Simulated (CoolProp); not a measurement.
Vapour-liquid equilibrium of isobutene (1) + n-octane (2) at 112 kPa; x and y are mole fractions of (1).

Values from CoolProp's multi-fluid Helmholtz-energy mixture model, Lemmon 2005 and Beckmüller 2019; pair parameters Bell 2016.

| x | bubble temperature (K) | y at the bubble point | dew temperature at overall composition x (K) | liquid density (mol/L) |
|---|---|---|---|---|
| 0.05 | 370.5 | 0.622 | 400.5 | 5.703 |
| 0.2 | 321.2 | 0.952 | 394.4 | 6.540 |
| 0.35 | 301.0 | 0.986 | 387.3 | 7.242 |
| 0.5 | 289.2 | 0.994 | 378.9 | 7.972 |
| 0.65 | 281.1 | 0.998 | 368.2 | 8.778 |
| 0.8 | 275.0 | 0.999 | 353.0 | 9.689 |
| 0.95 | 270.1 | 1.000 | 322.0 | 10.73 |

No azeotrope shows between x = 0.05 and 0.95.

The pair parameters rest on a limited set of measurements; away from them the model extrapolates.
